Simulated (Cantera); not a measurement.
Input (Python, Cantera):

```python
import numpy as np
import cantera as ct

gas = ct.Solution("gri30.yaml")
gas.TPX = 1650, 3100, {'CH4': 1, 'H2': 5.8}
reactor = ct.IdealGasConstPressureReactor(gas, energy="off", clone=False)
net = ct.ReactorNet([reactor])
net.rtol, net.atol = 1e-08, 1e-18
show = ['CH4', 'H2', 'C2H', 'C2H2', 'CH2']
times = np.geomspace(0.0003, 1, 11)

steps = ct.SolutionArray(gas, extra=["t"])
rows = []
print(f"{'t/s':>10s}{'T/K':>9s}{'P/Pa':>11s}" + "".join(f"{s:>11s}" for s in show))
for t in times:
    while net.time < t:
        t_next = net.step()
        steps.append(gas.state, t=t_next)
    rows.append([np.interp(t, steps.t, y) for y in (steps.T, steps.P, *steps(*show).X.T)])
    print(f"{t:10.3e}{rows[-1][0]:9.1f}{rows[-1][1]:11.4g}" + "".join(f"{x:11.3e}" for x in rows[-1][2:]))
rate = np.gradient(steps.T, steps.t)
print("integrator steps:", len(steps.t))
if steps.T.max() > steps.T[0] + 200:
    print(f"time of steepest temperature rise: {steps.t[rate.argmax()]:.4e} s")
gas.TPX = 1650, 3100, {'CH4': 1, 'H2': 5.8}
gas.equilibrate("TP")
print(f"equilibrium (TP): T = {gas.T:.1f} K  " + "  ".join(f"{s} {gas[s].X[0]:.3e}" for s in show))
```

Output:

```
       t/s      T/K       P/Pa        CH4         H2        C2H       C2H2        CH2
 3.000e-04   1650.0       3100  1.470e-01  8.529e-01  2.090e-19  6.639e-12  1.283e-10
 6.752e-04   1650.0       3100  1.470e-01  8.529e-01  1.428e-17  2.046e-10  6.886e-10
 1.519e-03   1650.0       3100  1.469e-01  8.529e-01  1.025e-15  6.584e-09  3.520e-09
 3.420e-03   1650.0       3100  1.468e-01  8.529e-01  8.178e-14  2.363e-07  1.714e-08
 7.696e-03   1650.0       3100  1.463e-01  8.529e-01  6.859e-12  9.193e-06  7.529e-08
 1.732e-02   1650.0       3100  1.444e-01  8.537e-01  3.631e-10  2.687e-04  2.246e-07
 3.898e-02   1650.0       3100  1.380e-01  8.571e-01  4.119e-09  2.553e-03  2.977e-07
 8.773e-02   1650.0       3100  1.245e-01  8.648e-01  1.412e-08  8.571e-03  2.830e-07
 1.974e-01   1650.0       3100  1.014e-01  8.779e-01  3.234e-08  1.895e-02  2.526e-07
 4.443e-01   1650.0       3100  6.996e-02  8.957e-01  5.986e-08  3.299e-02  2.047e-07
 1.000e+00   1650.0       3100  3.913e-02  9.132e-01  9.232e-08  4.668e-02  1.432e-07
integrator steps: 590
equilibrium (TP): T = 1650.0 K  CH4 1.375e-03  H2 9.346e-01  C2H 1.486e-07  C2H2 6.336e-02  CH2 7.925e-09
```

Model: GRI-Mech 3.0 (53 species, 325 reactions), integrated in Cantera. GRI-Mech 3.0 stops at C3 and has no aromatics, soot or wall deposition, so with more carbon than oxygen in the feed, carbon stays in small species such as C2H2 where larger ones or solid carbon would form. Radical loss at walls, strong at low pressure, is not modelled.
